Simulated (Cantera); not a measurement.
Input: 1 mol SiH4, 0.3 mol O2, 1.2 mol N2, at 0.00133 bar.

Cantera equilibrium calculation (NASA polynomials, part measured and part estimated; ideal gas, pure solids and liquids). Candidate condensed phases: H2O, Si, SiO2, Si2N2O, Si3N4; 35 gas species. N2 is the only nitrogen source here; it is nearly inert below about 1500 K, so the nitride shown seldom forms there in practice. Mutual solubility and eutectic melting of coexisting phases are not modelled. Kinetics and transport are ignored.

Problem. Which condensed phases are stable at each of these points (T (K)): 775, 800, 825, 850, 875, 900, 925, 950, 975, 1000, 1025, 1050?

Solution. 
```json
[
 {"T (K)": "775", "condensed phases": "SiO2(α-quartz) + Si2N2O(s)", "Si condensed (%)": "100.0"},
 {"T (K)": "800", "condensed phases": "SiO2(α-quartz) + Si2N2O(s)", "Si condensed (%)": "100.0"},
 {"T (K)": "825", "condensed phases": "SiO2(α-quartz) + Si2N2O(s)", "Si condensed (%)": "100.0"},
 {"T (K)": "850", "condensed phases": "SiO2(β-quartz) + Si2N2O(s)", "Si condensed (%)": "100.0"},
 {"T (K)": "875", "condensed phases": "SiO2(β-quartz) + Si2N2O(s)", "Si condensed (%)": "100.0"},
 {"T (K)": "900", "condensed phases": "SiO2(β-quartz) + Si2N2O(s)", "Si condensed (%)": "100.0"},
 {"T (K)": "925", "condensed phases": "SiO2(β-quartz) + Si2N2O(s)", "Si condensed (%)": "100.0"},
 {"T (K)": "950", "condensed phases": "SiO2(β-quartz) + Si2N2O(s)", "Si condensed (%)": "100.0"},
 {"T (K)": "975", "condensed phases": "SiO2(β-quartz) + Si2N2O(s)", "Si condensed (%)": "100.0"},
 {"T (K)": "1000", "condensed phases": "SiO2(β-quartz) + Si2N2O(s)", "Si condensed (%)": "100.0"},
 {"T (K)": "1025", "condensed phases": "SiO2(β-quartz) + Si2N2O(s)", "Si condensed (%)": "100.0"},
 {"T (K)": "1050", "condensed phases": "SiO2(β-quartz) + Si2N2O(s)", "Si condensed (%)": "100.0"}
]
```

From 775 K to 825 K the condensed part is SiO2(α-quartz) + Si2N2O(s). From 850 K to 1050 K the condensed part is SiO2(β-quartz) + Si2N2O(s).
